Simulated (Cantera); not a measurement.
A closed system holds: 1 mol SiF4, 1 mol NH3, held at 850 K and 1.10 mbar.

Method: chemical equilibrium by Gibbs-energy minimisation in Cantera with the NASA 1993 tables (ideal gas, pure condensed phases). Candidate condensed phases: Si, Si3N4; 37 gas species. The numbers say what is thermodynamically allowed, not how fast it happens.

**Question.** What is the equilibrium state?

**Answer.** 
| Property | Value |
|---|---|
| x(H2) | 0.500 |
| x(SiF4) | 0.333 |
| x(N2) | 0.167 |
| x(HF) | 0.000225 |
| x(SiHF3) | 8.78e-5 |
| x(SiF3) | 1.94e-6 |
| n(Si3N4(s)) | 3.38e-5 mol |
| gas amount | 3.000 mol |
| log10 activity of Si(s) (absent) | -7.00 |
